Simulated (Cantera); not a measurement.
Charge: 1 mol Si3N4, 0.0036 mol C, 0.013 mol H2, at 3.90 mbar.

Cantera equilibrium calculation (NASA polynomials, part measured and part estimated; ideal gas, pure solids and liquids). Candidate condensed phases: C, C6H6, C7H8, C8H18, Si, SiC, Si3N4; 105 gas species. The tables' values for SiN are old estimates; treat these amounts as uncertain. The numbers say what is thermodynamically allowed, not how fast it happens. All values below are at 2223 K.

Base state: N2 0.867, Si 0.118, H 0.00545, H2 0.00282, Si2 0.00197, Si2C 0.00151, Si2N 0.00120, SiN 0.00111 (mole fractions); condensed: Si(l).

### Question
What changes in the equilibrium state with this change: H2 from 0.013 to 1.9 mol?

### Answer
```json
[
 {"species": "N2", "before": "0.867", "after": "0.433"},
 {"species": "H2", "before": "0.00282", "after": "0.379"},
 {"species": "Si", "before": "0.118", "after": "0.118"},
 {"species": "H", "before": "0.00545", "after": "0.0632"},
 {"species": "SiH2", "before": "9.35e-7", "after": "0.000126"},
 {"species": "SiH", "before": "0.000165", "after": "0.00192"},
 {"species": "HNC", "before": "3.04e-6", "after": "1.05e-5"},
 {"species": "HCN", "before": "3.72e-5", "after": "0.000129"},
 {"species": "Si(l), mol", "before": "2.70", "after": "2.41"}
]
```
Gases not in the tables: Si2H6 and higher silanes.
